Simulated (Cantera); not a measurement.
Cantera run, input and output.

```python
import numpy as np
import cantera as ct

gas = ct.Solution("gri30.yaml")
gas.TPX = 450, 101325, {'CH3OH': 1, 'O2': 1.36, 'N2': 5.13, 'CO2': 0.012}
flame = ct.FreeFlame(gas, width=0.04)
flame.set_refine_criteria(ratio=3, slope=0.08, curve=0.16)
flame.transport_model = "mixture-averaged"
flame.solve(loglevel=0, auto=True)
z, T = flame.grid, flame.T
thick = (T[-1] - T[0]) / np.gradient(T, z).max()
show = ['CH3OH', 'O2', 'CO', 'CO2', 'HO2', 'C2H']
print(f"laminar burning velocity  {flame.velocity[0] * 100:.3f} cm/s")
print(f"burnt temperature         {T[-1]:.1f} K")
print(f"thermal thickness         {thick * 1e3:.4f} mm")
print(f"grid points               {len(z)}")
z0 = z[flame.heat_release_rate.argmax()]
print(f"{'z/mm':>9s}{'T/K':>9s}{'u/(m/s)':>9s}" + "".join(f"{s:>11s}" for s in show))
rows = []
for k in (-3, -2, -1.5, -1, -0.5, -0.25, 0, 0.25, 0.5, 1, 2, 4, 8):
    zz = z0 + k * thick
    rows.append([k * thick, np.interp(zz, z, T), np.interp(zz, z, flame.velocity),
                 *(np.interp(zz, z, flame.X[gas.species_index(s)]) for s in show)])
    print(f"{rows[-1][0] * 1e3:9.3f}{rows[-1][1]:9.1f}{rows[-1][2]:9.3f}" + "".join(f"{x:11.3e}" for x in rows[-1][3:]))
```

Output:

```
laminar burning velocity  90.378 cm/s
burnt temperature         2294.8 K
thermal thickness         0.2706 mm
grid points               127
     z/mm      T/K  u/(m/s)      CH3OH         O2         CO        CO2        HO2        C2H
   -0.812    450.1    0.906  1.331e-01  1.809e-01  5.894e-06  1.597e-03  1.514e-07  4.564e-34
   -0.541    452.3    0.913  1.325e-01  1.801e-01  9.149e-05  1.597e-03  2.352e-06  1.942e-30
   -0.406    460.3    0.934  1.317e-01  1.787e-01  4.196e-04  1.617e-03  1.099e-05  3.651e-28
   -0.271    514.7    1.056  1.277e-01  1.729e-01  2.810e-03  1.898e-03  8.097e-05  2.654e-24
   -0.135    860.2    1.830  9.817e-02  1.421e-01  2.113e-02  5.630e-03  8.420e-04  2.247e-16
   -0.068   1249.1    2.746  5.529e-02  1.058e-01  4.618e-02  1.237e-02  2.366e-03  1.943e-12
    0.000   1662.7    3.777  8.190e-03  6.510e-02  7.639e-02  2.450e-02  1.764e-03  5.067e-10
    0.068   1806.6    4.124  9.091e-05  4.020e-02  7.561e-02  3.964e-02  5.502e-05  1.339e-09
    0.135   1854.8    4.215  2.875e-07  2.706e-02  6.397e-02  5.322e-02  1.196e-05  2.655e-10
    0.271   1919.3    4.327  1.953e-10  1.812e-02  4.975e-02  6.950e-02  7.603e-06  2.068e-12
    0.541   1996.8    4.469  5.065e-14  1.379e-02  4.116e-02  7.952e-02  5.212e-06  4.202e-16
    1.082   2080.9    4.632  4.978e-16  1.062e-02  3.792e-02  8.352e-02  3.438e-06  3.781e-21
    2.164   2159.8    4.783  3.024e-16  7.573e-03  3.515e-02  8.695e-02  2.085e-06  7.320e-22
```

Cantera simulation using GRI-Mech 3.0 (53 species, 325 reactions); the numbers are that mechanism's predictions, not measurements. GRI-Mech 3.0 was tuned for natural gas; its chemistry of methanol as a main component is partial and can be far from experiment. Burning velocities carry a grid error of a few per cent, more on coarse grids.
